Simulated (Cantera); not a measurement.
# Equilibrium for oxide etching and cleaning by halides: B₂O₃ + HCl + N₂

Input: 1 mol B₂O₃, 1 mol HCl, 12 mol N₂, at 1123.15 K and 57.0 mbar.

Cantera equilibrium calculation (NASA polynomials, part measured and part estimated; ideal gas, pure solids and liquids). Candidate condensed phases: B, BN, B₂O₃, B₃O₃H₃, H₂O, NH₄Cl; 49 gas species. Kinetics and transport are ignored.

```yaml
x(N₂): 0.923
x(HCl): 0.0769
x(H₂O): 1.72e-5
x(BCl₃): 1.01e-5
x(Cl): 6.33e-6
x(HBO₂): 4.47e-6
x(H₂): 3.73e-6
x(B₃O₃Cl₃): 2.56e-6
x(BOCl): 1.06e-6
n(B₂O₃(l)): 1.000 mol
gas_amount: 13.00 mol
log10 activity of B(s) (absent): -11.11
log10 activity of B₃O₃H₃(s) (absent): -27.11
```
